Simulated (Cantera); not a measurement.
# Thermodynamics of silicon carbide growth, feed (CH₃)₂SiCl₂ + C₂H₄ + H₂

Feed: 1 mol (CH₃)₂SiCl₂, 0.73 mol C₂H₄, 7.7 mol H₂, held at 1.00 bar.

Cantera equilibrium calculation (NASA polynomials, part measured and part estimated; ideal gas, pure solids and liquids). Candidate condensed phases: C, C₆H₆, C₇H₈, C₈H₁₈, Si, SiC; 109 gas species. The feed counts by its element totals alone. The tables' values for SiCl, SiCl₃ are old estimates; treat these amounts as uncertain. Gases not in the tables: Si₂H₆ and higher silanes. The numbers say what is thermodynamically allowed, not how fast it happens.

From 1202 °C to 2177 °C the condensed part is C(graphite) + SiC(s). The main Si-bearing gas is SiCl₂ throughout. The share of Si in condensed phases is highest at 1277 °C (98.3 %) and lowest at 2177 °C (88.1 %).

```tsv
T (°C)	x H₂	x HCl	x H	x C₂H₂ (acetylene)	x SiCl₂	x CH₄	x Cl	n C(graphite)	n SiC(s)
1202	0.848	0.148	1.19e-5	5.66e-6	0.000538	0.00209	1.69e-6	2.45	0.981
1277	0.848	0.149	2.90e-5	1.36e-5	0.000767	0.00146	4.06e-6	2.46	0.983
1352	0.849	0.149	6.50e-5	3.02e-5	0.00105	0.00106	8.98e-6	2.46	0.981
1427	0.849	0.148	0.000136	6.23e-5	0.00138	0.000789	1.85e-5	2.47	0.978
1502	0.849	0.148	0.000267	0.000121	0.00177	0.000604	3.57e-5	2.47	0.974
1577	0.849	0.147	0.000496	0.000222	0.00221	0.000472	6.53e-5	2.48	0.968
1652	0.849	0.146	0.000881	0.000389	0.00270	0.000377	0.000114	2.48	0.962
1727	0.849	0.145	0.00150	0.000652	0.00324	0.000306	0.000190	2.48	0.955
1802	0.848	0.143	0.00245	0.00105	0.00382	0.000252	0.000306	2.48	0.947
1877	0.847	0.142	0.00388	0.00164	0.00443	0.000211	0.000476	2.47	0.939
1952	0.845	0.140	0.00595	0.00248	0.00507	0.000178	0.000717	2.46	0.929
2027	0.842	0.138	0.00888	0.00364	0.00572	0.000152	0.00105	2.44	0.917
2102	0.837	0.136	0.0129	0.00520	0.00637	0.000130	0.00150	2.41	0.902
2177	0.830	0.133	0.0183	0.00724	0.00700	0.000112	0.00209	2.38	0.881
```
x: gas mole fraction; n: condensed amount in mol.
